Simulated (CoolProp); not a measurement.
Dimethyl carbonate at 497.65 K and 0.489 MPa is throttled through a valve to 0.0719 MPa with no heat exchange. Each further row changes one setting.

The numbers come from the reference Helmholtz-energy equation of state, Zhou 2011 in CoolProp.

| case | temperature change (K) | final density (kg/m³) |
|---|---|---|
| as stated | -3.9 | 1.59 |
| outlet pressure 0.0216 MPa | -4.3 | 0.475 |
| outlet pressure 0.0935 MPa | -3.7 | 2.07 |
